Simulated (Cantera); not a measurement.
Input (Python, Cantera) and output of one run.

```python
import numpy as np
import cantera as ct

gas_names = """
    B BH BH2 BH3 BO BO2 B2 B2O B2O2 B2O3 B3O3H3 H HBO HBO2 HO2 H2 H2O H2O2 H3B3O6 O OH O2 O3
""".split()
cond_names = """
    B(b) B(L) B2O3(L) B3O3H3(cr) H2O(s) H2O(L)
""".split()


# ... load() reads the species with a 1 bar reference pressure and builds the phases ...
atoms = {
    'B2H6': {'B': 2, 'H': 6},
    'O2': {'O': 2},
    'H2': {'H': 2},
}
top_T = {}  # K; cautious upper limits of use, not melting points


# ... equilibrate(T, P, feed) seeds the gas with the atoms and calls Mixture.equilibrate('TP', solver="vcs", rtol=1e-11, max_steps=5000) ...
results = []
feed = {'B2H6': 1, 'O2': 7.2, 'H2': 0.17}  # mol
for P in [10, 28, 77, 220, 600, 1700, 4600, 13000, 36000, 100000]:
    for T in [1400, 1450, 1500, 1550, 1600, 1650, 1700, 1750, 1800, 1850, 1900]:
        mix = equilibrate(T, P, feed)
        results.append((T, P, feed, dict(zip(mix.species_names, mix.species_moles))))

for T, P, feed, n in results:
    print(f"{T:7g} {P:10.4g}  " + (" + ".join(c for c in cond_names if n.get(c, 0) > 1e-12) or "gas only"))
```

Result:

```
   1400         10  gas only
   1450         10  gas only
   1500         10  gas only
   1550         10  gas only
   1600         10  gas only
   1650         10  gas only
   1700         10  gas only
   1750         10  gas only
   1800         10  gas only
   1850         10  gas only
   1900         10  gas only
   1400         28  gas only
   1450         28  gas only
   1500         28  gas only
   1550         28  gas only
   1600         28  gas only
   1650         28  gas only
   1700         28  gas only
   1750         28  gas only
   1800         28  gas only
   1850         28  gas only
   1900         28  gas only
   1400         77  B2O3(L)
   1450         77  gas only
   1500         77  gas only
   1550         77  gas only
   1600         77  gas only
   1650         77  gas only
   1700         77  gas only
   1750         77  gas only
   1800         77  gas only
   1850         77  gas only
   1900         77  gas only
   1400        220  B2O3(L)
   1450        220  B2O3(L)
   1500        220  gas only
   1550        220  gas only
   1600        220  gas only
   1650        220  gas only
   1700        220  gas only
   1750        220  gas only
   1800        220  gas only
   1850        220  gas only
   1900        220  gas only
   1400        600  B2O3(L)
   1450        600  B2O3(L)
   1500        600  B2O3(L)
   1550        600  gas only
   1600        600  gas only
   1650        600  gas only
   1700        600  gas only
   1750        600  gas only
   1800        600  gas only
   1850        600  gas only
   1900        600  gas only
   1400       1700  B2O3(L)
   1450       1700  B2O3(L)
   1500       1700  B2O3(L)
   1550       1700  B2O3(L)
   1600       1700  B2O3(L)
   1650       1700  gas only
   1700       1700  gas only
   1750       1700  gas only
   1800       1700  gas only
   1850       1700  gas only
   1900       1700  gas only
   1400       4600  B2O3(L)
   1450       4600  B2O3(L)
   1500       4600  B2O3(L)
   1550       4600  B2O3(L)
   1600       4600  B2O3(L)
   1650       4600  B2O3(L)
   1700       4600  gas only
   1750       4600  gas only
   1800       4600  gas only
   1850       4600  gas only
   1900       4600  gas only
   1400    1.3e+04  B2O3(L)
   1450    1.3e+04  B2O3(L)
   1500    1.3e+04  B2O3(L)
   1550    1.3e+04  B2O3(L)
   1600    1.3e+04  B2O3(L)
   1650    1.3e+04  B2O3(L)
   1700    1.3e+04  B2O3(L)
   1750    1.3e+04  gas only
   1800    1.3e+04  gas only
   1850    1.3e+04  gas only
   1900    1.3e+04  gas only
   1400    3.6e+04  B2O3(L)
   1450    3.6e+04  B2O3(L)
   1500    3.6e+04  B2O3(L)
   1550    3.6e+04  B2O3(L)
   1600    3.6e+04  B2O3(L)
   1650    3.6e+04  B2O3(L)
   1700    3.6e+04  B2O3(L)
   1750    3.6e+04  B2O3(L)
   1800    3.6e+04  B2O3(L)
   1850    3.6e+04  gas only
   1900    3.6e+04  gas only
   1400      1e+05  B2O3(L)
   1450      1e+05  B2O3(L)
   1500      1e+05  B2O3(L)
   1550      1e+05  B2O3(L)
   1600      1e+05  B2O3(L)
   1650      1e+05  B2O3(L)
   1700      1e+05  B2O3(L)
   1750      1e+05  B2O3(L)
   1800      1e+05  B2O3(L)
   1850      1e+05  B2O3(L)
   1900      1e+05  B2O3(L)
```

Equilibrium computed with Cantera from the NASA thermochemical tables; the gas is ideal and each condensed phase is pure. The feed counts by its element totals alone.
